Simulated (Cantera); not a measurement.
Input (Python, Cantera):

```python
import numpy as np
import cantera as ct

gas = ct.Solution("gri30.yaml")
gas.TPX = 1425, 110000, {'CO': 1, 'H2': 0.86, 'CH4': 0.52, 'O2': 0.938, 'N2': 3.53}
reactor = ct.IdealGasConstPressureReactor(gas, energy="on", clone=False)
net = ct.ReactorNet([reactor])
net.rtol, net.atol = 1e-08, 1e-16
show = ['CO', 'H2', 'CH4', 'O2', 'HCN']
times = np.geomspace(2e-06, 0.2, 11)

steps = ct.SolutionArray(gas, extra=["t"])
rows = []
print(f"{'t/s':>10s}{'T/K':>9s}{'P/Pa':>11s}" + "".join(f"{s:>11s}" for s in show))
for t in times:
    while net.time < t:
        t_next = net.step()
        steps.append(gas.state, t=t_next)
    rows.append([np.interp(t, steps.t, y) for y in (steps.T, steps.P, *steps(*show).X.T)])
    print(f"{t:10.3e}{rows[-1][0]:9.1f}{rows[-1][1]:11.4g}" + "".join(f"{x:11.3e}" for x in rows[-1][2:]))
rate = np.gradient(steps.T, steps.t)
print("integrator steps:", len(steps.t))
if steps.T.max() > steps.T[0] + 200:
    print(f"time of steepest temperature rise: {steps.t[rate.argmax()]:.4e} s")
gas.TPX = 1425, 110000, {'CO': 1, 'H2': 0.86, 'CH4': 0.52, 'O2': 0.938, 'N2': 3.53}
gas.equilibrate("HP")
print(f"equilibrium (HP): T = {gas.T:.1f} K  " + "  ".join(f"{s} {gas[s].X[0]:.3e}" for s in show))
```

Output:

```
       t/s      T/K       P/Pa         CO         H2        CH4         O2        HCN
 2.000e-06   1425.0    1.1e+05  1.460e-01  1.256e-01  7.593e-02  1.370e-01  5.486e-21
 6.325e-06   1425.0    1.1e+05  1.460e-01  1.256e-01  7.593e-02  1.370e-01  1.468e-19
 2.000e-05   1425.0    1.1e+05  1.460e-01  1.256e-01  7.592e-02  1.370e-01  1.919e-17
 6.325e-05   1430.9    1.1e+05  1.460e-01  1.248e-01  7.433e-02  1.359e-01  1.039e-11
 2.000e-04   2471.6    1.1e+05  1.757e-01  1.066e-01  4.570e-13  8.720e-04  2.136e-07
 6.325e-04   2607.3    1.1e+05  1.789e-01  1.105e-01  2.512e-12  2.502e-04  1.255e-08
 2.000e-03   2624.4    1.1e+05  1.794e-01  1.112e-01  3.843e-12  1.885e-04  3.573e-08
 6.325e-03   2622.9    1.1e+05  1.794e-01  1.114e-01  3.909e-12  1.850e-04  6.208e-08
 2.000e-02   2622.4    1.1e+05  1.794e-01  1.114e-01  3.933e-12  1.838e-04  7.170e-08
 6.325e-02   2622.3    1.1e+05  1.794e-01  1.114e-01  3.933e-12  1.838e-04  7.179e-08
 2.000e-01   2622.3    1.1e+05  1.794e-01  1.114e-01  3.933e-12  1.838e-04  7.179e-08
integrator steps: 1778
time of steepest temperature rise: 1.5586e-04 s
equilibrium (HP): T = 2622.3 K  CO 1.794e-01  H2 1.114e-01  CH4 4.462e-12  O2 1.838e-04  HCN 7.179e-08
```

Cantera simulation using GRI-Mech 3.0 (53 species, 325 reactions); the numbers are that mechanism's predictions, not measurements.
